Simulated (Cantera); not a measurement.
Input (Python, Cantera) and output of one run.

```python
import numpy as np
import cantera as ct

gas_names = [...]  # 123 gases of nasa_gas.yaml made of C, H, O, Si
cond_names = """
    C(gr) C6H6(L) C7H8(L) C8H18(L),n-octa H2O(s) H2O(L) Si(cr) Si(L) SiC(b) SiO2(Lqz) SiO2(hqz) SiO2(L)
""".split()


# ... load() reads the species with a 1 bar reference pressure and builds the phases ...
atoms = {
    'Si': {'Si': 1},
    'O2': {'O': 2},
    'H2': {'H': 2},
    'CO2': {'C': 1, 'O': 2},
}
top_T = {'C(gr)': 4500, 'SiC(b)': 3050}  # K; cautious upper limits of use, not melting points


# ... equilibrate(T, P, feed) seeds the gas with the atoms and calls Mixture.equilibrate('TP', solver="vcs", rtol=1e-11, max_steps=5000) ...
results = []
feed = {'Si': 1, 'O2': 0.013, 'H2': 12, 'CO2': 0.014}  # mol
T = 1450  # K
P = 30  # Pa
mix = equilibrate(T, P, feed)
results.append((T, P, feed, dict(zip(mix.species_names, mix.species_moles))))
x = sorted(zip(gas.X, gas.species_names), reverse=True)
print(f"T = {T:g} K  P = {P:g} Pa  gas = {mix.phase_moles(0):.4g} mol")
print("   x: " + "  ".join(f"{s} {v:.3e}" for v, s in x if v > 1e-05))
print("   condensed (mol): " + ("  ".join(f"{mix.phase(i).name} {mix.phase_moles(i):.4g}"
      for i in range(1, mix.n_phases) if mix.phase_moles(i) > 1e-12) or "none"))
```

It prints:

```
T = 1450 K  P = 30 Pa  gas = 12.06 mol
   x: H2 9.950e-01  SiO 4.380e-03  H 5.447e-04  CO 9.841e-05  Si 1.026e-05
   condensed (mol): Si(cr) 0.9342  SiC(b) 0.01281
```

Cantera equilibrium calculation (NASA polynomials, part measured and part estimated; ideal gas, pure solids and liquids). Mutual solubility and eutectic melting of coexisting phases are not modelled.
